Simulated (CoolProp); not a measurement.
Values from CoolProp's reference Helmholtz-energy equation of state, Schroeder 2014.

Problem. For ethanol, give the phase and the Z, fugacity coefficient at 399.7 K and 4480 kPa; 469.9 K and 4480 kPa.

Solution. 
- 399.7 K and 4480 kPa: liquid; Z 0.0900, fugacity coefficient 0.115
- 469.9 K and 4480 kPa: liquid; Z 0.0922, fugacity coefficient 0.511
